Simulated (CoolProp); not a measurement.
A single-stage vapour-compression cycle with carbonyl sulfide: evaporating at 303.15 K (dew point), condensing at 352.15 K (bubble point), superheat 8 K, subcooling 0 K, compressor efficiency 0.85, no pressure losses. Each further row changes one setting.

Values from CoolProp's reference Helmholtz-energy equation of state, Lemmon 2006. It is a short technical equation, of lower accuracy than the large ones.

| case | cooling COP | pressure ratio | discharge temperature (K) | refrigerating effect (kJ/kg) | volumetric capacity (kJ/m³) |
|---|---|---|---|---|---|
| as stated | 3.64 | 2.77 | 396.8 | 170 | 6810 |
| evaporating temperature 308.15 K | 4.20 | 2.46 | 392.4 | 171 | 7720 |
| condensing temperature 347.15 K | 4.25 | 2.52 | 388.3 | 179 | 7170 |
| subcooling 5 K | 3.85 | 2.77 | 396.8 | 179 | 7200 |
| superheat 18 K | 3.63 | 2.77 | 408.1 | 179 | 6790 |
| compressor efficiency 0.75 | 3.22 | 2.77 | 402.8 | 170 | 6810 |
